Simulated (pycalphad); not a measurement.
Source of the numbers: pycalphad with the COST 507 light-alloy database (1999); pressure 1 atm. The data set is of 1999 and partly superseded. Phase fractions are per mole of atoms.

**Question.** Give the equilibrium state of Si-41.52Y (wt.%) at 857 °C.

**Answer.** SI2Y_R, fraction 0.550, with 61.3 Y wt.%; diamond (Si), fraction 0.450, with no Y wt.%.

**Question.** Give the equilibrium state of Si-41.52Y (wt.%) at 1297 °C.

**Answer.** 
```
T = 1570.00 K, P = 101325 Pa, N = 1 mol of atoms
G = -103196 J/mol, H = 39282 J/mol, S = 90.75 J/(mol K)  (SER reference)
chemical potentials (J/mol): Si -66374, Y -267370
phase             fraction      x(Si)       x(Y)
LIQUID              0.8096     0.8521     0.1479
SI2Y_H              0.1904     0.6667     0.3333
```

Database names, with the compositions (at.%) that they take in these runs: SI2Y_H: Si 67 Y 33; SI2Y_R: Si 67 Y 33. An entry "none" or "no" means that the model of the phase leaves that element out.
